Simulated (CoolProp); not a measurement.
Properties of R245fa along the isobar 29.4 bar.

Values from CoolProp's reference Helmholtz-energy equation of state, Akasaka 2015.

| T (K) | phase | cv (kJ/(kg K)) | conductivity (mW/(m K)) |
|---|---|---|---|
| 318.7 | liquid | 0.9584 | 87.4 |
| 327.1 | liquid | 0.9715 | 85.0 |
| 335.5 | liquid | 0.9847 | 82.6 |
| 343.9 | liquid | 0.9978 | 80.2 |
| 352.3 | liquid | 1.011 | 77.9 |
| 360.7 | liquid | 1.025 | 75.5 |
| 369.1 | liquid | 1.039 | 73.0 |
| 377.5 | liquid | 1.053 | 70.5 |
| 385.9 | liquid | 1.068 | 67.9 |
| 394.3 | liquid | 1.085 | 65.2 |
| 402.7 | liquid | 1.104 | 62.1 |
| 411.1 | liquid | 1.129 | 58.7 |
| 419.6 | gas | 1.159 | 34.5 |
| 428 | gas | 1.143 | 33.0 |

Thermal conductivity comes from a separate model (Huber 2003), an estimate that may be off by 10 % or more.
